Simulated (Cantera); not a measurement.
**Premixed flame**

A freely propagating, adiabatic, planar premixed flame of H2 : O2 : N2 = 0.76 : 0.625 : 2.35 (molar parts), equivalence ratio 0.61, unburnt at 673 K and 3750 Torr; mixture-averaged transport, grid criteria slope 0.08 and curve 0.16, no radiation.

Cantera simulation using the H2/O2 subset of GRI-Mech 3.0, which has no nitrogen chemistry; the numbers are that mechanism's predictions, not measurements. The hydrogen kinetics of GRI-Mech 3.0 are dated; newer H2 mechanisms differ, most at raised pressure. Burning velocities carry a grid error of a few per cent, more on coarse grids. Lean hydrogen flames are cellular in practice and burn faster than this planar one.

| z (mm) | T (K) | u (m/s) | x H2 | x O2 | x OH | x HO2 | x H | x O |
|---|---|---|---|---|---|---|---|---|
| -0.182 | 673 | 3.97 | 0.203 | 0.167 | <1e-8 | <1e-8 | <1e-8 | <1e-8 |
| -0.121 | 673 | 3.97 | 0.203 | 0.168 | <1e-8 | 9.04e-8 | <1e-8 | <1e-8 |
| -0.0909 | 673 | 3.96 | 0.201 | 0.168 | <1e-8 | 9.69e-7 | <1e-8 | <1e-8 |
| -0.0606 | 678 | 3.95 | 0.194 | 0.169 | 1.54e-8 | 2.15e-5 | 3.97e-8 | 1.49e-7 |
| -0.0303 | 777 | 4.39 | 0.159 | 0.171 | 9.66e-5 | 0.000659 | 0.000113 | 2.99e-5 |
| -0.0151 | 1047 | 5.75 | 0.116 | 0.160 | 0.000916 | 0.000628 | 0.00179 | 0.000535 |
| 0 | 1399 | 7.57 | 0.0643 | 0.128 | 0.00346 | 0.000365 | 0.00658 | 0.00311 |
| 0.0151 | 1653 | 8.90 | 0.0292 | 0.0978 | 0.00758 | 0.000211 | 0.00901 | 0.00611 |
| 0.0303 | 1800 | 9.66 | 0.0149 | 0.0832 | 0.0103 | 0.000134 | 0.00769 | 0.00694 |
| 0.0606 | 1943 | 10.4 | 0.00734 | 0.0761 | 0.0111 | 7.13e-5 | 0.00408 | 0.00534 |
| 0.121 | 2046 | 10.9 | 0.00362 | 0.0745 | 0.00912 | 3.24e-5 | 0.00137 | 0.00271 |
| 0.242 | 2102 | 11.1 | 0.00145 | 0.0746 | 0.00618 | 1.34e-5 | 0.000331 | 0.00108 |
| 0.485 | 2125 | 11.2 | 0.000549 | 0.0750 | 0.00400 | 6.64e-6 | 7.83e-5 | 0.000421 |
x: mole fraction of selected species; z is measured from the peak of heat release.

The laminar burning velocity is 397 cm/s, the thermal thickness is 0.0606 mm and the peak x(OH) is 0.0112. The peak x(HO2) is 0.000762. The peak x(H) is 0.00901 and the peak x(O) is 0.00694.
